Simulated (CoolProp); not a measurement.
A single-stage vapour-compression cycle with n-perfluorohexane: evaporating at 299.15 K (dew point), condensing at 339.15 K (bubble point), superheat 10 K, subcooling 0 K, compressor efficiency 0.75, no pressure losses. Each further row changes one setting.

The numbers come from the reference Helmholtz-energy equation of state, Gao 2022 in CoolProp.

| case | cooling COP | pressure ratio | discharge temperature (K) | refrigerating effect (kJ/kg) | volumetric capacity (kJ/m³) |
|---|---|---|---|---|---|
| as stated | 4.06 | 4.41 | 339.1 | 57.9 | 239 |
| evaporating temperature 304.15 K | 4.98 | 3.57 | 339.1 | 62.0 | 313 |
| condensing temperature 334.15 K | 4.94 | 3.75 | 334.2 | 63.5 | 262 |
| subcooling 5 K | 4.45 | 4.41 | 339.1 | 63.5 | 262 |
| superheat 20 K | 4.38 | 4.41 | 339.1 | 66.3 | 265 |
| compressor efficiency 0.65 | 3.52 | 4.41 | 339.1 | 57.9 | 239 |

The compression ends wet for: as stated; evaporating temperature 304.15 K; condensing temperature 334.15 K; subcooling 5 K; superheat 20 K; compressor efficiency 0.65.
